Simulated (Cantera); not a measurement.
A freely propagating, adiabatic, planar premixed flame of CO : H₂ : CH₄ : O₂ : N₂ : CO₂ = 1 : 1 : 0.1 : 0.857 : 3.09 : 0.13 (molar parts), equivalence ratio 1.4, unburnt at 648 K and 100.0 Torr; mixture-averaged transport, grid criteria slope 0.08 and curve 0.16, no radiation.

Model: GRI-Mech 3.0 (53 species, 325 reactions), integrated in Cantera. Burning velocities carry a grid error of a few per cent, more on coarse grids.

**Question.** Predict: laminar burning velocity; thermal thickness; peak x(C₂H); peak x(C₂H₂).

**Answer.** 
```json
{
 "laminar_burning_velocity": "530 cm/s",
 "thermal_thickness": "3.75 mm",
 "peak x(C₂H)": "<1e-8",
 "peak x(C₂H₂)": "6.76e-7"
}
```
